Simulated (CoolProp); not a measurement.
A closed Brayton cycle with nitrogen: compressor inlet 313.15 K and 2.3 MPa, high pressure 6.73 MPa, turbine inlet 865 K, compressor efficiency 0.8, turbine efficiency 0.93, recuperator effectiveness 0.8 (on enthalpy, no pinch check). Each further row changes one setting.

Computed with CoolProp (reference Helmholtz-energy equation of state, Span 2000).

```
case                           thermal efficiency (%)  net work (kJ/kg)  compressor to turbine work  compressor exit (K)  turbine exit (K)
-----------------------------  ----------------------  ----------------  --------------------------  -------------------  ----------------
as stated                                        28.8              79.0                        0.65                454.2             664.3
turbine inlet 815 K                              26.0              65.6                        0.69                454.2             624.2
compressor inlet 323.15 K                        27.3              74.1                        0.67                468.6             664.3
high pressure 5.72 MPa                           29.1              74.1                        0.62                430.0             691.7
recuperator effectiveness 0.5                    23.1              79.0                        0.65                454.2             664.3
```
